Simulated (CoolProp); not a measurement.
Vapour-liquid equilibrium of R114 (1) + R113 (2) at 359 K; x and y are mole fractions of (1).

Computed with CoolProp (multi-fluid Helmholtz-energy mixture model, Platzer 1990 and Marx 1992; pair parameters Bell 2016). This equation is an older, rougher fit; its heat capacities, sound speeds and derivatives of the liquid may be far off and weren't checked against measurements.

### Question
Give the bubble pressure and the first vapour's composition at x = 0.65, 0.8, 0.95. Is there an azeotrope?

### Answer
x = 0.65: 7.782 bar, y = 0.834; x = 0.8: 8.942 bar, y = 0.912; x = 0.95: 10.16 bar, y = 0.979. No azeotrope shows between x = 0.05 and 0.95.

The pair parameters rest on a limited set of measurements; away from them the model extrapolates.
